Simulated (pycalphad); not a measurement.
Source of the numbers: pycalphad with the COST 507 light-alloy database (1999); pressure 1 atm. The database dates from 1999; later assessments differ in places, in temperatures and in the compounds included. Diffusion is slow at the low end, where real alloys seldom reach equilibrium.

Molar enthalpy of Ti-2.31Hf-0.48B (at.%) in equilibrium (SER reference):

```json
[
 {"T (K)": "2850", "H (kJ/mol)": "111.56", "phases": "LIQUID"},
 {"T (K)": "2650", "H (kJ/mol)": "102.33", "phases": "LIQUID"},
 {"T (K)": "2450", "H (kJ/mol)": "93.10", "phases": "LIQUID"},
 {"T (K)": "2250", "H (kJ/mol)": "83.87", "phases": "LIQUID"},
 {"T (K)": "2050", "H (kJ/mol)": "74.64", "phases": "LIQUID"},
 {"T (K)": "1950", "H (kJ/mol)": "70.02", "phases": "LIQUID"},
 {"T (K)": "1850", "H (kJ/mol)": "53.02", "phases": "BCC_A2 + LIQUID"},
 {"T (K)": "1750", "H (kJ/mol)": "48.20", "phases": "BCC_A2 + BM"},
 {"T (K)": "1650", "H (kJ/mol)": "44.78", "phases": "BCC_A2 + BM"},
 {"T (K)": "1450", "H (kJ/mol)": "38.29", "phases": "BCC_A2 + BM"},
 {"T (K)": "1250", "H (kJ/mol)": "32.18", "phases": "BCC_A2 + BM"},
 {"T (K)": "1050", "H (kJ/mol)": "21.79", "phases": "HCP_A3 + BM"},
 {"T (K)": "850", "H (kJ/mol)": "15.31", "phases": "HCP_A3 + BM"},
 {"T (K)": "650", "H (kJ/mol)": "9.21", "phases": "HCP_A3 + BM"}
]
```

Cooling from 1950 K to 1750 K, across the freezing range, releases 21.8 kJ/mol, or 430 J/g. The slope is 46 J/(mol K) in the liquid and 34 J/(mol K) just below the solidus, where it includes any heat of precipitation. Liquidus 1926 K, solidus 1814 K. Changes were sought between steps of 100 K, so a narrower field can be missed.

Database names, with the compositions (at.%) that they take in these runs: BM: Ti 50 B 50. BCC_A2 is bcc; HCP_A3 is hcp.
